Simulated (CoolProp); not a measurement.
A single-stage vapour-compression cycle with the fluid: evaporating at 267.15 K (dew point), condensing at 305.15 K (bubble point), superheat 5 K, subcooling 2 K, compressor efficiency 0.7, no pressure losses. The same conditions are run with several fluids, on thermodynamics alone (safety and materials aside).

Computed with CoolProp (reference Helmholtz-energy equation of state of each fluid (chlorine: Thol 2021; trans-2-butene: Lemmon 2005; c-C4F8 (RC318): Platzer 1990; propane: Lemmon 2009; R123: Younglove 1994; R142b: Lemmon 2006)). The equations of Platzer and Polt are older, rougher fits.

Task: Rank chlorine, trans-2-butene, c-C4F8 (RC318), propane, R123, R142b by cooling COP, highest first.

Result: R123 (4.38), trans-2-butene (4.35), R142b (4.30), chlorine (4.23), propane (4.10), c-C4F8 (RC318) (3.92)

```csv
fluid,pressure ratio,discharge temperature (K),refrigerating effect (kJ/kg),volumetric capacity (kJ/m³)
chlorine,3.10,391.5,237,2360
trans-2-butene,3.76,325.7,337,668
c-C4F8 (RC318),3.84,305.1,81.5,760
propane,2.88,325.3,298,2510
R123,4.77,325.7,151,255
R142b,3.63,327.2,179,954
```

The compression ends wet for: c-C4F8 (RC318).
